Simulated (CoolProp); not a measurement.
Saturation properties of R1234ze(E).

Model: reference Helmholtz-energy equation of state, Thol 2016, in CoolProp.

| T (°C) | p (MPa) | vapour density (kg/m³) | surface tension (mN/m) | liquid conductivity (mW/(m K)) |
|---|---|---|---|---|
| -91.95 | 0.0008430 | 0.06388 | 39.7 | 120 |
| -86.15 | 0.001460 | 0.1072 | 36.5 | 118 |
| -80.35 | 0.002429 | 0.1732 | 33.7 | 115 |
| -74.45 | 0.003931 | 0.2723 | 31.1 | 113 |
| -68.65 | 0.006107 | 0.4117 | 28.8 | 110 |
| -62.85 | 0.009213 | 0.6051 | 26.7 | 108 |
| -57.05 | 0.01354 | 0.8673 | 24.9 | 105 |
| -51.25 | 0.01941 | 1.215 | 23.2 | 103 |
| -45.45 | 0.02723 | 1.667 | 21.6 | 101 |
| -39.55 | 0.03764 | 2.256 | 20.2 | 98.2 |
| -33.75 | 0.05079 | 2.985 | 18.9 | 95.9 |
| -27.95 | 0.06739 | 3.891 | 17.6 | 93.7 |
| -22.15 | 0.08805 | 5.001 | 16.5 | 91.4 |
| -16.35 | 0.1134 | 6.346 | 15.4 | 89.2 |

It boils at -19.0 °C under 1 atm.

Thermal conductivity comes from a separate model (Perkins 2011). Surface tension comes from a separate correlation (Mulero 2014).
